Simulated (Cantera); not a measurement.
A closed system holds: 1 mol Fe(CO)₅, 0.64 mol CO, 1.2 mol H₂, held at 2.70 bar.

These are equilibrium values from Cantera (NASA tables, ideal gas, pure condensed phases), not measurements of a reactor. Candidate condensed phases: C, C₆H₆, C₇H₈, C₈H₁₈, Fe, Fe(CO)₅, FeO, Fe(OH)₂, Fe(OH)₃, Fe₂O₃, Fe₃O₄, H₂O; 114 gas species. Iron dissolves carbon and melts from about 1420 K in contact with it, which pure phases cannot show. Condensed phases not in the tables: cementite and carbon dissolved in iron. Equilibrium is a limit: real reactors are often held back by kinetics, nucleation or transport.

Q: At 1425 K, list the 5 most abundant gas species with their mole fractions, and the condensed phases.

A: CO 0.822, H₂ 0.174, CO₂ 0.00243, H₂O 0.00117, CH₄ 0.000309. Condensed: C(graphite) + Fe(γ).
